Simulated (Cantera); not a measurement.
Input: 1 mol Si₃N₄, 1.8 mol N₂O, 62 mol H₂, equilibrated at 1.70 Pa.

These are equilibrium values from Cantera (NASA tables, ideal gas, pure condensed phases), not measurements of a reactor. Candidate condensed phases: H₂O, Si, SiO₂, Si₂N₂O, Si₃N₄; 35 gas species. The numbers say what is thermodynamically allowed, not how fast it happens. All values below are at 1473 K.

Base state: H₂ 0.914, N₂ 0.0561, SiO 0.0266, H 0.00293, Si 0.000322 (mole fractions); condensed: Si(s).

Q: What changes in the equilibrium state with this change: N₂O from 1.8 to 0.021 mol?

A: 
| species | before | after |
|---|---|---|
| H₂ | 0.914 | 0.965 |
| N₂ | 0.0561 | 0.0315 |
| H | 0.00293 | 0.00301 |
| SiO | 0.0266 | 0.000327 |
| Si | 0.000322 | 0.000322 |
| Si(s), mol | 1.18 | 2.96 |

Q: What changes in the equilibrium state with this change: Si₃N₄ replaced by Si?

A: 
```tsv
species	before	after
H₂	0.914	0.956
N₂	0.0561	0.0279
SiO	0.0266	0.00833
H₂O	3.24e-9	0.00522
Si	0.000322	<1e-9
Si(s), mol	1.18	0
SiO₂(β-quartz), mol	0	0.463
```
The tables hold silica as quartz up to 1696 K and as liquid above; real silica turns to tridymite and cristobalite and melts near 1996 K.

Q: What changes in the equilibrium state with this change: pressure from 1.70 Pa to 13.3 mbar?

A: 
```json
[
 {"species": "H₂", "before": "0.914", "after": "0.961"},
 {"species": "N₂", "before": "0.0561", "after": "0.0375"},
 {"species": "SiO", "before": "0.0266", "after": "0.00101"},
 {"species": "Si", "before": "0.000322", "after": "<1e-9"},
 {"species": "H₂O", "before": "3.24e-9", "after": "5.55e-5"},
 {"species": "H", "before": "0.00293", "after": "0.000107"},
 {"species": "Si(s), mol", "before": "1.18", "after": "0"},
 {"species": "SiO₂(β-quartz), mol", "before": "0", "after": "0.176"},
 {"species": "Si₂N₂O(s), mol", "before": "0", "after": "1.38"}
]
```
Mutual solubility and eutectic melting of coexisting phases are not modelled. The tables hold silica as quartz up to 1696 K and as liquid above; real silica turns to tridymite and cristobalite and melts near 1996 K.
